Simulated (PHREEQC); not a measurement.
A solution holds 0.0018 mol ZnSO4, 4e-05 mol NaCl and 5.6e-05 mol HCl per kg of water, at 86 °C. Closed to the air; pH follows from the charge balance.

All values are PHREEQC results (ion-association model, wateq4f.dat), not measurements.

Precipitation was switched off in this run.

Task: Predict the pH, ionic strength.

Result: pH 4.44; ionic strength 0.00585 mol/kgw.

Task: In which forms is Cl present?

Result: Cl- 98 %, ZnCl+ 2.5 % of the Cl.

Away from 25 °C the constants follow the database's enthalpies or fits; those with neither stay at their 25 °C values.
